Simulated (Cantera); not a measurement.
## Thermodynamics of silicon carbide growth, feed SiCl4 + C2H2 + H2 + C3H8

Feed: 1 mol SiCl4, 0.034 mol C2H2, 15 mol H2, 0.023 mol C3H8, at 1000 Pa.

These are equilibrium values from Cantera (NASA tables, ideal gas, pure condensed phases), not measurements of a reactor. Candidate condensed phases: C, C6H6, C7H8, C8H18, Si, SiC; 109 gas species. Mutual solubility and eutectic melting of coexisting phases are not modelled. The tables' values for SiCl3, SiCl are old estimates; treat these amounts as uncertain. Gases not in the tables: Si2H6 and higher silanes. Rates play no part.

At 1125 K the condensed part is Si(s) + SiC(s). From 1225 K to 1825 K the condensed part is SiC(s). The main Si-bearing gas is SiCl4 at 1125 K and SiCl2 at 1825 K.

```tsv
T (K)	x H2	x HCl	x SiCl2	x SiCl4	x SiCl3	x SiHCl3	x H	n Si(s)	n SiC(s)
1125	0.880	0.0676	0.0110	0.0293	0.00512	0.00664	4.17e-7	0.000941	0.137
1225	0.849	0.0996	0.0283	0.0128	0.00677	0.00341	2.87e-6	0	0.137
1325	0.828	0.121	0.0414	0.00321	0.00495	0.00112	1.49e-5	0	0.137
1425	0.821	0.129	0.0468	0.000638	0.00275	0.000318	6.18e-5	0	0.137
1525	0.818	0.131	0.0487	0.000137	0.00150	9.68e-5	0.000214	0	0.137
1625	0.817	0.132	0.0494	3.45e-5	0.000856	3.33e-5	0.000638	0	0.137
1725	0.816	0.132	0.0496	1.01e-5	0.000517	1.29e-5	0.00168	0	0.137
1825	0.812	0.133	0.0491	3.37e-6	0.000328	5.49e-6	0.00397	0	0.137
```
x: gas mole fraction; n: condensed amount in mol.
